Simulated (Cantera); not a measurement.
An adiabatic, constant-pressure homogeneous reactor starts with H₂ : O₂ : N₂ = 1 : 0.294 : 1.11 (molar parts), equivalence ratio 1.7, at 1325 K and 4.90 bar. Integrator tolerance rtol = 1e-08.

Model: the H2/O2 subset of GRI-Mech 3.0, which has no nitrogen chemistry, integrated in Cantera. The hydrogen kinetics of GRI-Mech 3.0 are dated; newer H2 mechanisms differ, most at raised pressure.

**Question.** What does this change do: initial temperature 1325 to 950 K?

**Answer.** 
| quantity | before | after |
|---|---|---|
| time of steepest temperature rise | 6.34 µs | 33.9 ms |
| temperature at 0.500 s | 2867 K | 2646 K |
| equilibrium temperature | 2867 K | 2646 K |
| x(H₂) at 0.500 s | 0.188 (gas-phase equilibrium 0.188) | 0.191 (gas-phase equilibrium 0.191) |
| x(O₂) at 0.500 s | 0.000324 (gas-phase equilibrium 0.000324) | 5.68e-5 (gas-phase equilibrium 5.68e-5) |
| x(HO₂) at 0.500 s | 6.20e-7 (gas-phase equilibrium 6.20e-7) | 1.06e-7 (gas-phase equilibrium 1.06e-7) |
| x(H₂O) at 0.500 s | 0.265 (gas-phase equilibrium 0.265) | 0.274 (gas-phase equilibrium 0.274) |
| x(H₂O₂) at 0.500 s | 1.48e-7 (gas-phase equilibrium 1.48e-7) | 4.33e-8 (gas-phase equilibrium 4.33e-8) |
| x(OH) at 0.500 s | 0.00853 (gas-phase equilibrium 0.00853) | 0.00318 (gas-phase equilibrium 0.00318) |
| x(H) at 0.500 s | 0.0203 (gas-phase equilibrium 0.0203) | 0.00917 (gas-phase equilibrium 0.00917) |
